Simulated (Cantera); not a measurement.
A Cantera script and its output.

```python
import numpy as np
import cantera as ct

gas = ct.Solution("gri30.yaml")
gas.TPX = 1325, 790000, {'CH3OH': 1, 'O2': 3.41, 'N2': 12.8}
reactor = ct.IdealGasConstPressureReactor(gas, energy="on", clone=False)
net = ct.ReactorNet([reactor])
net.rtol, net.atol = 1e-08, 1e-16
show = ['CH3OH', 'O2', 'H2', 'O', 'CO', 'H2O']
times = np.geomspace(2e-06, 0.6, 12)

steps = ct.SolutionArray(gas, extra=["t"])
rows = []
print(f"{'t/s':>10s}{'T/K':>9s}{'P/Pa':>11s}" + "".join(f"{s:>11s}" for s in show))
for t in times:
    while net.time < t:
        t_next = net.step()
        steps.append(gas.state, t=t_next)
    rows.append([np.interp(t, steps.t, y) for y in (steps.T, steps.P, *steps(*show).X.T)])
    print(f"{t:10.3e}{rows[-1][0]:9.1f}{rows[-1][1]:11.4g}" + "".join(f"{x:11.3e}" for x in rows[-1][2:]))
rate = np.gradient(steps.T, steps.t)
print("integrator steps:", len(steps.t))
if steps.T.max() > steps.T[0] + 200:
    print(f"time of steepest temperature rise: {steps.t[rate.argmax()]:.4e} s")
gas.TPX = 1325, 790000, {'CH3OH': 1, 'O2': 3.41, 'N2': 12.8}
gas.equilibrate("HP")
print(f"equilibrium (HP): T = {gas.T:.1f} K  " + "  ".join(f"{s} {gas[s].X[0]:.3e}" for s in show))
```

It prints:

```
       t/s      T/K       P/Pa      CH3OH         O2         H2          O         CO        H2O
 2.000e-06   1325.0    7.9e+05  5.810e-02  1.981e-01  3.859e-07  8.010e-10  1.454e-07  6.608e-07
 6.294e-06   1325.0    7.9e+05  5.810e-02  1.981e-01  1.301e-06  8.711e-10  4.609e-07  2.132e-06
 1.981e-05   1325.0    7.9e+05  5.809e-02  1.981e-01  4.581e-06  9.919e-10  1.485e-06  7.071e-06
 6.234e-05   1325.0    7.9e+05  5.804e-02  1.981e-01  2.025e-05  1.596e-09  5.250e-06  3.095e-05
 1.962e-04   1326.5    7.9e+05  5.717e-02  1.976e-01  2.868e-04  1.424e-08  6.543e-05  5.758e-04
 6.175e-04   2284.8    7.9e+05  5.235e-20  1.069e-01  2.304e-04  5.315e-04  6.440e-04  1.106e-01
 1.943e-03   2284.1    7.9e+05  5.180e-20  1.067e-01  2.297e-04  5.291e-04  6.418e-04  1.107e-01
 6.116e-03   2282.2    7.9e+05  5.060e-20  1.063e-01  2.276e-04  5.219e-04  6.354e-04  1.107e-01
 1.925e-02   2277.1    7.9e+05  4.753e-20  1.050e-01  2.223e-04  5.033e-04  6.186e-04  1.107e-01
 6.058e-02   2268.7    7.9e+05  4.291e-20  1.030e-01  2.139e-04  4.743e-04  5.922e-04  1.108e-01
 1.906e-01   2265.1    7.9e+05  4.105e-20  1.021e-01  2.104e-04  4.622e-04  5.811e-04  1.108e-01
 6.000e-01   2265.0    7.9e+05  4.101e-20  1.021e-01  2.103e-04  4.619e-04  5.808e-04  1.108e-01
integrator steps: 1882
time of steepest temperature rise: 3.3737e-04 s
equilibrium (HP): T = 2265.0 K  CH3OH 4.258e-20  O2 1.021e-01  H2 2.103e-04  O 4.619e-04  CO 5.808e-04  H2O 1.108e-01
```

Detailed kinetics in Cantera: GRI-Mech 3.0 (53 species, 325 reactions). GRI-Mech 3.0 was tuned for natural gas; its chemistry of methanol as a main component is partial and can be far from experiment.
